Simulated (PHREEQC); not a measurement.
Consider water at 81 °C with 0.24 mol/kgw HF and 9.8e-05 mol/kgw NH4HF2. Closed to the air; pH follows from the charge balance.

Computed with PHREEQC (ion-association model, phreeqc.dat).

The pH is 2.00 and the ionic strength comes out as 0.0111 mol/kgw. The total alkalinity is -240 meq/kg.

| species | molality | activity | log γ |
|---|---|---|---|
| HF | 0.224 | 0.224 | 0.001 |
| H+ | 0.0110 | 0.00988 | -0.046 |
| F- | 0.00566 | 0.00500 | -0.054 |
| HF2- | 0.00541 | 0.00480 | -0.053 |
| NH4+ | 9.80e-5 | 8.63e-5 | -0.055 |

No solid was allowed to form. At this temperature some constants are extrapolated from 25 °C, and those without enthalpy data are left unchanged.
